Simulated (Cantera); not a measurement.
An adiabatic, constant-volume homogeneous reactor starts with 12.3 % CH4, 1.72 % C2H6, 4.19 % C3H8, 21.6 % O2, 60.2 % N2, at 1550 K and 3.70 bar.

Cantera simulation using GRI-Mech 3.0 (53 species, 325 reactions); the numbers are that mechanism's predictions, not measurements. GRI-Mech 3.0 was tuned for natural gas; its chemistry of propane as a main component is partial and can be far from experiment.

Q: Predict: time of steepest temperature rise; temperature at 5.00 s; equilibrium temperature; x(CH4) at 5.00 s; x(N2O) at 5.00 s; x(H2O) at 5.00 s.

A: 
```
Item                                                                 Value
---------------------------------  ---------------------------------------
time of steepest temperature rise                                  26.8 µs
temperature at 5.00 s                                               2833 K
equilibrium temperature                                             2833 K
x(CH4) at 5.00 s                   2.32e-9 (gas-phase equilibrium 2.59e-9)
x(N2O) at 5.00 s                   2.64e-8 (gas-phase equilibrium 2.64e-8)
x(H2O) at 5.00 s                     0.0953 (gas-phase equilibrium 0.0953)
```
